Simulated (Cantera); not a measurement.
Input: 1 mol H2S, 2.4 mol H2O, 0.088 mol H2, at 1350 K and 0.133 bar.

These are equilibrium values from Cantera (NASA tables, ideal gas, pure condensed phases), not measurements of a reactor. Candidate condensed phases: H2O, H2SO4, S; 19 gas species. Rates play no part.

Base state: H2O 0.627, H2 0.172, H2S 0.130, S2 0.0646, SO2 0.00579, SH 0.000880, S2O 0.000305, SO 0.000185 (mole fractions); condensed: gas only.

Problem. What changes in the equilibrium state with this change: pressure from 0.133 bar to 24.0 Pa?

Solution. 
```tsv
species	before	after
H2O	0.627	0.526
H2	0.172	0.325
S2	0.0646	0.0987
H2S	0.130	0.0129
SO2	0.00579	0.0332
H	2.70e-6	8.77e-5
S	4.10e-6	0.000119
SO	0.000185	0.00239
SH	0.000880	0.00150
```
